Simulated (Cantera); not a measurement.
## Ignition delay

Mixture: 12.8 % CH4, 7.21 % CO, 16.8 % O2, 63.2 % N2, equivalence ratio 1.7, at 3150 Torr, adiabatic and at constant volume. Ignition delay is the time to a rise of 400 K.

Computed with Cantera and GRI-Mech 3.0 (53 species, 325 reactions).

```csv
T0 (K),delay (ms)
1225,17.5
1275,8.65
1325,4.42
1375,2.34
1425,1.27
1475,0.712
1525,0.411
1575,0.244
1625,0.150
```

- apparent activation energy between 1525 and 1625 K = 210 kJ/mol
